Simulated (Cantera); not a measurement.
## Gas-phase reforming

A perfectly stirred reactor is fed with CH4 : H2O = 1 : 0.35 (molar parts), at 760 Torr; it is held at 1348 K, and followed from long to short residence time.

Model: GRI-Mech 3.0 (53 species, 325 reactions), integrated in Cantera. GRI-Mech 3.0 stops at C3 and has no aromatics, soot or wall deposition, so with more carbon than oxygen in the feed, carbon stays in small species such as C2H2 where larger ones or solid carbon would form.

```json
[
 {"τ (s)": "16", "x CH4": "0.417", "x H2O": "0.208", "x H": "7.93e-7", "x HO2": "<1e-12", "x CH3": "2.38e-5", "x CH2": "1.26e-10", "x H2O2": "<1e-12"},
 {"τ (s)": "5.4", "x CH4": "0.539", "x H2O": "0.230", "x H": "4.24e-7", "x HO2": "<1e-12", "x CH3": "2.66e-5", "x CH2": "1.07e-10", "x H2O2": "<1e-12"},
 {"τ (s)": "1.9", "x CH4": "0.642", "x H2O": "0.245", "x H": "2.14e-7", "x HO2": "<1e-12", "x CH3": "3.24e-5", "x CH2": "9.23e-11", "x H2O2": "<1e-12"},
 {"τ (s)": "0.64", "x CH4": "0.702", "x H2O": "0.254", "x H": "8.78e-8", "x HO2": "<1e-12", "x CH3": "3.73e-5", "x CH2": "7.90e-11", "x H2O2": "<1e-12"},
 {"τ (s)": "0.22", "x CH4": "0.728", "x H2O": "0.258", "x H": "2.98e-8", "x HO2": "<1e-12", "x CH3": "3.83e-5", "x CH2": "6.80e-11", "x H2O2": "<1e-12"},
 {"τ (s)": "0.076", "x CH4": "0.737", "x H2O": "0.259", "x H": "9.57e-9", "x HO2": "<1e-12", "x CH3": "3.47e-5", "x CH2": "5.34e-11", "x H2O2": "<1e-12"},
 {"τ (s)": "0.026", "x CH4": "0.740", "x H2O": "0.259", "x H": "3.95e-9", "x HO2": "<1e-12", "x CH3": "2.83e-5", "x CH2": "3.53e-11", "x H2O2": "<1e-12"},
 {"τ (s)": "0.0091", "x CH4": "0.740", "x H2O": "0.259", "x H": "2.58e-9", "x HO2": "<1e-12", "x CH3": "2.29e-5", "x CH2": "2.31e-11", "x H2O2": "<1e-12"}
]
```
x: mole fraction; the columns are a selection and need not sum to one.
